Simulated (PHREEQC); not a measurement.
Consider water at 25 °C with 0.021 mol Cu(BF4)2, 0.0043 mol H2SO4 and 0.019 mol Na2SO4 per kg of water. Closed to the air; pH follows from the charge balance.

All values are PHREEQC results (ion-association model, phreeqc.dat), not measurements.

This is a speciation only: nothing precipitates in the calculation.

Question: Order these Cu species by the share of Cu that they hold, largest first: CuF+, CuSO4, Cu+2.

Answer: Cu+2 (71 %), CuSO4 (28 %), CuF+ (0.66 %)

Question: Order these S species by the share of S that they hold, largest first: NaSO4-, SO4-2, CuSO4, HSO4-.

Answer: SO4-2 (58 %), CuSO4 (26 %), HSO4- (13 %), NaSO4- (4.0 %)

The pH is 2.33 and the ionic strength 0.101 mol/kgw. Real BF4- forms and hydrolyses slowly; the run takes it at equilibrium.
